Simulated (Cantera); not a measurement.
What does this Cantera script print?

```python
import numpy as np
import cantera as ct

gas = ct.Solution("gri30.yaml", transport_model="mixture-averaged")
show = ['O', 'CO2', 'N2']

rows = []
print(f"{'T/K':>7s}{'rho':>11s}{'cp':>10s}{'mu':>11s}{'lambda':>11s}{'Pr':>7s}" + "".join(f"{'D_' + s:>11s}" for s in show))
for T in [400, 600, 800, 1000, 1200, 1400, 1600, 1800]:
    gas.TPX = T, 13332, {'O2': 0.49}
    Pr = gas.cp_mass * gas.viscosity / gas.thermal_conductivity
    D = [gas.mix_diff_coeffs_mole[gas.species_index(s)] for s in show]
    rows.append([gas.density, gas.cp_mass, gas.viscosity, gas.thermal_conductivity, Pr, *D])
    print(f"{T:7g}{gas.density:11.4e}{gas.cp_mass:10.1f}{gas.viscosity:11.4e}"
          f"{gas.thermal_conductivity:11.4e}{Pr:7.3f}" + "".join(f"{d:11.4e}" for d in D))
print("SI units: kg/m3, J/kg/K, Pa s, W/m/K, m2/s")
```

Result:

```
    T/K        rho        cp         mu     lambda     Pr        D_O      D_CO2       D_N2
    400 1.2827e-01     941.4 2.5629e-05 3.3852e-02  0.713 4.1300e-04 2.0062e-04 2.6247e-04
    600 8.5513e-02    1002.6 3.4077e-05 4.8204e-02  0.709 8.2348e-04 4.1083e-04 5.2518e-04
    800 6.4135e-02    1054.7 4.1353e-05 6.1440e-02  0.710 1.3349e-03 6.7426e-04 8.5263e-04
   1000 5.1308e-02    1090.2 4.7912e-05 7.3608e-02  0.710 1.9371e-03 9.8500e-04 1.2383e-03
   1200 4.2757e-02    1114.2 5.3973e-05 8.4942e-02  0.708 2.6233e-03 1.3391e-03 1.6776e-03
   1400 3.6648e-02    1134.2 5.9661e-05 9.5657e-02  0.707 3.3883e-03 1.7338e-03 2.1674e-03
   1600 3.2067e-02    1151.4 6.5055e-05 1.0592e-01  0.707 4.2281e-03 2.1668e-03 2.7051e-03
   1800 2.8504e-02    1166.8 7.0208e-05 1.1586e-01  0.707 5.1393e-03 2.6365e-03 3.2884e-03
SI units: kg/m3, J/kg/K, Pa s, W/m/K, m2/s
```

Detailed kinetics in Cantera: GRI-Mech 3.0 (53 species, 325 reactions).
